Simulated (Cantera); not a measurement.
What does this Cantera script print?

```python
import numpy as np
import cantera as ct

gas = ct.Solution("gri30.yaml")
gas.TPX = 1625, 1700000, {'CH4': 1, 'H2O': 4.5, 'H2': 0.061}
reactor = ct.IdealGasConstPressureReactor(gas, energy="off", clone=False)
net = ct.ReactorNet([reactor])
net.rtol, net.atol = 1e-08, 1e-18
show = ['CH4', 'H2O', 'H2', 'CH2CO', 'C2H6', 'CH2', 'CH3']
times = np.geomspace(0.0002, 100, 12)

steps = ct.SolutionArray(gas, extra=["t"])
rows = []
print(f"{'t/s':>10s}{'T/K':>9s}{'P/Pa':>11s}" + "".join(f"{s:>11s}" for s in show))
for t in times:
    while net.time < t:
        t_next = net.step()
        steps.append(gas.state, t=t_next)
    rows.append([np.interp(t, steps.t, y) for y in (steps.T, steps.P, *steps(*show).X.T)])
    print(f"{t:10.3e}{rows[-1][0]:9.1f}{rows[-1][1]:11.4g}" + "".join(f"{x:11.3e}" for x in rows[-1][2:]))
rate = np.gradient(steps.T, steps.t)
print("integrator steps:", len(steps.t))
if steps.T.max() > steps.T[0] + 200:
    print(f"time of steepest temperature rise: {steps.t[rate.argmax()]:.4e} s")
gas.TPX = 1625, 1700000, {'CH4': 1, 'H2O': 4.5, 'H2': 0.061}
gas.equilibrate("TP")
print(f"equilibrium (TP): T = {gas.T:.1f} K  " + "  ".join(f"{s} {gas[s].X[0]:.3e}" for s in show))
```

Result:

```
       t/s      T/K       P/Pa        CH4        H2O         H2      CH2CO       C2H6        CH2        CH3
 2.000e-04   1625.0    1.7e+06  1.756e-01  8.081e-01  1.420e-02  6.620e-08  8.694e-04  6.486e-09  1.740e-04
 6.594e-04   1625.0    1.7e+06  1.659e-01  8.026e-01  2.502e-02  2.639e-06  8.537e-04  6.872e-09  1.682e-04
 2.174e-03   1625.0    1.7e+06  1.417e-01  7.842e-01  5.682e-02  1.802e-05  4.958e-04  7.522e-09  1.311e-04
 7.166e-03   1625.0    1.7e+06  1.017e-01  7.497e-01  1.128e-01  3.486e-05  2.087e-04  8.571e-09  8.599e-05
 2.363e-02   1625.0    1.7e+06  6.773e-02  6.999e-01  1.763e-01  3.510e-05  1.116e-04  7.654e-09  5.510e-05
 7.789e-02   1625.0    1.7e+06  6.314e-02  6.336e-01  2.334e-01  1.635e-05  8.823e-05  4.011e-09  4.573e-05
 2.568e-01   1625.0    1.7e+06  5.187e-02  5.562e-01  3.030e-01  4.211e-06  4.540e-05  1.481e-09  3.271e-05
 8.465e-01   1625.0    1.7e+06  2.766e-02  4.877e-01  3.736e-01  7.230e-07  1.056e-05  4.531e-10  1.571e-05
 2.791e+00   1625.0    1.7e+06  6.541e-03  4.435e-01  4.225e-01  8.071e-08  5.258e-07  8.234e-11  3.499e-06
 9.201e+00   1625.0    1.7e+06  1.389e-04  4.313e-01  4.364e-01  1.419e-09  2.316e-10  1.664e-12  7.339e-08
 3.033e+01   1625.0    1.7e+06  5.751e-06  4.310e-01  4.367e-01  6.233e-11  4.050e-13  7.605e-14  3.045e-09
 1.000e+02   1625.0    1.7e+06  5.751e-06  4.310e-01  4.367e-01  6.233e-11  4.050e-13  7.605e-14  3.044e-09
integrator steps: 2362
equilibrium (TP): T = 1625.0 K  CH4 6.034e-06  H2O 4.310e-01  H2 4.367e-01  CH2CO 6.572e-11  C2H6 4.454e-13  CH2 7.979e-14  CH3 3.195e-09
```

Computed with Cantera and GRI-Mech 3.0 (53 species, 325 reactions). The pressure lies above the range GRI-Mech 3.0 was tuned for (to about 10 atm).
